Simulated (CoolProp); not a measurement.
Model: reference Helmholtz-energy equation of state, Thol 2019, in CoolProp.

Problem. For dodecamethylpentasiloxane (MD3M), give the phase and the cp (kJ/(kg K)), cv (kJ/(kg K)), expansivity (1/kK), fugacity coefficient at 398.4 K and 268 kPa.

Solution. 
- 398.4 K and 268 kPa: liquid; cp 1.93, cv 1.68, expansivity 1.31, fugacity coefficient 0.0146
